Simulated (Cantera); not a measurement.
Feed: 1 mol CO₂, a varied amount of H₂, at 1475 K and 2550 Torr.

Cantera equilibrium calculation (NASA polynomials, part measured and part estimated; ideal gas, pure solids and liquids). Candidate condensed phases: C, C₆H₆, C₇H₈, C₈H₁₈, H₂O; 110 gas species. Equilibrium is a limit: real reactors are often held back by kinetics, nucleation or transport.

x: gas mole fraction; nothing condenses.

| n(H₂) (mol) | x H₂ | x CO₂ | x H₂O | x CO | x CH₄ | x H |
|---|---|---|---|---|---|---|
| 0.19 | 0.0126 | 0.693 | 0.147 | 0.147 | (withheld) | 7.89e-7 |
| 0.29 | 0.0272 | 0.578 | 0.198 | 0.198 | (withheld) | 1.16e-6 |
| 0.44 | 0.0562 | 0.445 | 0.249 | 0.249 | (withheld) | 1.67e-6 |
| 0.68 | 0.113 | 0.303 | 0.292 | 0.292 | (withheld) | 2.36e-6 |
| 1.1 | 0.219 | 0.171 | 0.305 | 0.305 | (withheld) | 3.29e-6 |
| 1.6 | 0.330 | 0.0993 | 0.285 | 0.285 | (withheld) | 4.04e-6 |
| 2.5 | 0.476 | 0.0478 | 0.238 | 0.238 | (withheld) | 4.85e-6 |
| 3.9 | 0.614 | 0.0218 | 0.182 | 0.182 | (withheld) | 5.51e-6 |
| 6 | 0.724 | 0.00984 | 0.133 | 0.133 | (withheld) | 5.99e-6 |
| 9.3 | 0.810 | 0.00428 | 0.0928 | 0.0928 | (withheld) | 6.33e-6 |

What belongs in the gaps?


- 0.19, x CH₄: 1.38e-10
- 0.29, x CH₄: 1.40e-9
- 0.44, x CH₄: 1.23e-8
- 0.68, x CH₄: 1.00e-7
- 1.1, x CH₄: 7.26e-7
- 1.6, x CH₄: 2.49e-6
- 2.5, x CH₄: 7.50e-6
- 3.9, x CH₄: 1.60e-5
- 6, x CH₄: 2.63e-5
- 9.3, x CH₄: 3.68e-5
